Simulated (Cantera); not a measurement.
**Gas activation for diamond growth**

A perfectly stirred reactor is fed with CH4 : H2 : CO2 = 0.019 : 1 : 0.019 (molar parts), at 48.0 Torr; it is held at 2350 K, and followed from long to short residence time.

Cantera simulation using GRI-Mech 3.0 (53 species, 325 reactions); the numbers are that mechanism's predictions, not measurements.

| τ (s) | x CH4 | x H2 | x CO2 | x H2O2 | x O | x C2H |
|---|---|---|---|---|---|---|
| 6.5 | 2.87e-5 | 0.918 | 4.26e-6 | <1e-12 | 1.88e-7 | 7.44e-7 |
| 1.6 | 6.17e-5 | 0.920 | 9.16e-6 | <1e-12 | 3.56e-7 | 1.46e-6 |
| 0.38 | 0.000152 | 0.923 | 2.20e-5 | <1e-12 | 6.16e-7 | 2.82e-6 |
| 0.094 | 0.000416 | 0.928 | 5.84e-5 | <1e-12 | 8.74e-7 | 4.85e-6 |
| 0.023 | 0.00117 | 0.932 | 0.000187 | <1e-12 | 9.72e-7 | 6.69e-6 |
| 0.0055 | 0.00325 | 0.935 | 0.000791 | <1e-12 | 7.61e-7 | 6.01e-6 |
| 0.0013 | 0.00817 | 0.939 | 0.00369 | <1e-12 | 3.84e-7 | 2.69e-6 |
| 0.00033 | 0.0145 | 0.950 | 0.0117 | <1e-12 | 7.77e-8 | 2.70e-7 |
x: mole fraction; the columns are a selection and need not sum to one.
